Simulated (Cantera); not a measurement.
An isothermal, constant-pressure homogeneous reactor starts with 22.2 % NO, 77.8 % N2, at 1800 K and 750 Torr.

Cantera simulation using GRI-Mech 3.0 (53 species, 325 reactions); the numbers are that mechanism's predictions, not measurements.

x: mole fraction; the columns are a selection and need not sum to one.

```tsv
t (s)	x NO	x N2	x O2	x NO2	x O	x N2O
9.00e-6	0.222	0.778	4.95e-11	1.15e-8	[?]	1.03e-7
4.41e-5	0.222	0.778	9.34e-10	2.05e-7	[?]	4.98e-7
0.000216	0.222	0.778	1.34e-8	1.99e-6	[?]	2.33e-6
0.00106	0.222	0.778	3.62e-7	1.27e-5	[?]	9.22e-6
0.00520	0.222	0.778	2.20e-5	5.33e-5	[?]	1.97e-5
0.0255	0.222	0.778	0.000261	6.39e-5	[?]	2.08e-5
0.125	0.219	0.779	0.00145	7.49e-5	[?]	2.04e-5
0.612	0.208	0.785	0.00709	0.000110	[?]	1.82e-5
3.00	0.163	0.808	0.0296	0.000157	[?]	1.11e-5
```

Task: What belongs in the gaps?

Result: 
- 9.00e-6, x O: 9.16e-8
- 4.41e-5, x O: 3.05e-7
- 0.000216, x O: 6.19e-7
- 0.00106, x O: 1.81e-6
- 0.00520, x O: 5.85e-6
- 0.0255, x O: 6.88e-6
- 0.125, x O: 8.08e-6
- 0.612, x O: 1.22e-5
- 3.00, x O: 2.19e-5
